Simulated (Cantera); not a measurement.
# Gas-phase reforming

An isothermal, constant-pressure homogeneous reactor starts with CH4 : CO2 : H2 = 1 : 1.4 : 0.23 (molar parts), at 2125 K and 0.240 bar.

Model: GRI-Mech 3.0 (53 species, 325 reactions), integrated in Cantera.

```
t (s)        x CH4   x CO2   x H2     x O2      x OH     x CH3
--------  --------  ------  -----  -------  --------  --------
0.000500    0.0445   0.257  0.304  4.10e-8  0.000145   0.00578
0.00126     0.0115   0.123  0.249  1.78e-7  0.000278   0.00221
0.00316    0.00655  0.0622  0.264  2.43e-7  0.000281   0.00143
0.00793    0.00471  0.0392  0.327  1.36e-7  0.000187  0.000958
0.0199     0.00237  0.0240  0.380  7.31e-8  0.000120  0.000469
0.0501    0.000438  0.0175  0.406  5.13e-8   9.36e-5   8.93e-5
0.126      2.37e-7  0.0169  0.409  5.94e-8   9.99e-5   5.32e-8
0.316     5.67e-10  0.0169  0.409  5.97e-8  0.000100  1.28e-10
0.795     5.67e-10  0.0169  0.409  5.97e-8  0.000100  1.28e-10
2.00      5.67e-10  0.0169  0.409  5.97e-8  0.000100  1.28e-10
5.02      5.67e-10  0.0169  0.409  5.97e-8  0.000100  1.28e-10
12.6      5.67e-10  0.0169  0.409  5.97e-8  0.000100  1.28e-10
31.7      5.67e-10  0.0169  0.409  5.97e-8  0.000100  1.28e-10
79.6      5.67e-10  0.0169  0.409  5.97e-8  0.000100  1.28e-10
200       5.67e-10  0.0169  0.409  5.97e-8  0.000100  1.28e-10
```
x: mole fraction; the columns are a selection and need not sum to one.

Equilibrium at this temperature and pressure: CH4 6.39e-10, CO2 0.0169, H2 0.409, O2 5.97e-8, OH 0.000100, CH3 1.44e-10 (gas phase only).
